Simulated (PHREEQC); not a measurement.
Consider water at 20 °C with 0.019 mol/kgw CuCl2, 0.00015 mol/kgw HNO3 and 0.0036 mol/kgw FeCl3. Closed to the air; pH follows from the charge balance.

Computed with PHREEQC (ion-association model, phreeqc.dat).

Question: The ionic strength comes out as 0.0728 mol/kgw. What activity coefficients do CuCl+, Cl-, Fe(OH)2+, Fe3(OH)4+5, FeOH+2 get?

Answer: CuCl+ 0.79, Cl- 0.79, Fe(OH)2+ 0.81, Fe3(OH)4+5 0.0039, FeOH+2 0.42.

No solid was allowed to form. Saturation is exceeded, for instance for Hematite (slow to form), Goethite (slow to form); the values hold only as long as no solid forms.
